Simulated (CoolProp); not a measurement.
Vapour-liquid equilibrium of R134a (1) + R245fa (2) at 42.55 °C; x and y are mole fractions of (1).

The numbers come from the multi-fluid Helmholtz-energy mixture model, Tillner-Roth 1994 and Akasaka 2015; pair parameters Akasaka 2014 in CoolProp.

```
x      bubble pressure, mixture model (bar)  bubble pressure, Raoult's law (bar)  y, mixture model  y, Raoult's law
-----  ------------------------------------  -----------------------------------  ----------------  ---------------
0.05                                  3.099                                3.131             0.154            0.174
0.125                                 3.664                                3.743             0.328            0.363
0.2                                   4.230                                4.355             0.457            0.500
0.275                                 4.801                                4.966             0.557            0.602
0.35                                  5.376                                5.578             0.638            0.683
0.425                                 5.960                                6.190             0.704            0.747
0.5                                   6.552                                6.801             0.760            0.800
0.575                                 7.155                                7.413             0.809            0.844
0.65                                  7.772                                8.025             0.851            0.881
0.725                                 8.404                                8.636             0.889            0.913
0.8                                   9.053                                9.248             0.923            0.941
0.875                                 9.720                                9.860             0.954            0.965
0.95                                  10.41                                10.47             0.982            0.987
```

The largest gap from Raoult's law is -3.7 % in bubble pressure, at x = 0.425. No azeotrope shows between x = 0.05 and 0.95.

The pair parameters rest on a limited set of measurements; away from them the model extrapolates.
